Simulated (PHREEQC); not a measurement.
A solution holds 0.0082 mol H2SO4, 0.024 mol LiCl and 0.0023 mol MnSO4 per kg of water, at 25 °C. Closed to the air; pH follows from the charge balance.

All values are PHREEQC results (ion-association model, wateq4f.dat), not measurements.

No solid was allowed to form.

Problem. Predict the pH, ionic strength.

Solution. pH 1.96; ionic strength 0.0480 mol/kgw.

Problem. In which forms is Mn present?

Solution. Mn+2 77 %, MnSO4 19 %, MnCl+ 3.6 % of the Mn.

Complexes and solids missing from the database can't appear.
